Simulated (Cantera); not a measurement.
Charge: 1 mol BN, 1.3 mol HF, 8.2 mol H2, at 133 Pa.

These are equilibrium values from Cantera (NASA tables, ideal gas, pure condensed phases), not measurements of a reactor. Candidate condensed phases: B, BN; 31 gas species. Kinetics and transport are ignored.

Over these rows the condensed part is BN(s). Partial pressures as log10 of bar:

```tsv
T (K)	1000/T (1/K)	log p BF	log p H2	log p BF3	log p N2	log p HF
1500	0.6667	-6.05	-2.91	-4.31	-4.56	-4.64
1550	0.6452	-5.59	-2.91	-4.34	-4.54	-4.63
1600	0.6250	-5.18	-2.92	-4.40	-4.51	-4.62
1650	0.6061	?	-2.92	-4.49	-4.46	-4.62
1700	0.5882	-4.49	-2.93	-4.64	-4.39	-4.64
1750	0.5714	-4.23	-2.94	-4.89	-4.30	-4.70
```

Fit log p(BF) = a + b·(1000/T) to the five rows, give the apparent enthalpy, and predict the row at 1650 K.

Means: 1000/T = 0.6193, log p = -5.108. Sxy = -0.118821, Sxx = 0.0062117, so b = -19.13 and a = -5.108 − (-19.13)×0.6193 = 6.74.
Apparent enthalpy: −19.145 × (-19.13) = 366 kJ/mol. With the condensed phases at unit activity, 2/3 BN(s) + 1/3 BF3(g) = BF(g) + 1/3 N2(g) links this pressure to the main gases: over the six rows their terms move log p by -0.28 in all, so the slope isn't that reaction's ΔH° alone. The five rows lie within 0.04 of the line.
Prediction at 1650 K: 6.74 + (-19.13)×0.6061 = -4.85. The computed value is -4.80, 0.05 from the line.
